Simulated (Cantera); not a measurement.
A closed system holds: 1 mol C3H6, 2.9 mol H2, 1.3 mol N2, equilibrated at 0.133 bar.

Method: chemical equilibrium by Gibbs-energy minimisation in Cantera with the NASA 1993 tables (ideal gas, pure condensed phases). Candidate condensed phases: C, C6H6, C7H8, C8H18; 110 gas species. Ions and electrons are included (thermal ionisation). The numbers say what is thermodynamically allowed, not how fast it happens.

Q: What share of the C ends up in condensed phases as a function of T (°C), at 1727, 2227, 2727, 3227, 3727, 4227, 4727?

A: 
```tsv
T (°C)	C condensed (%)	as
1727	98.3	C(graphite)
2227	89.1	C(graphite)
2727	60.5	C(graphite)
3227	0.0	-
3727	0.0	-
4227	0.0	-
4727	0.0	-
```
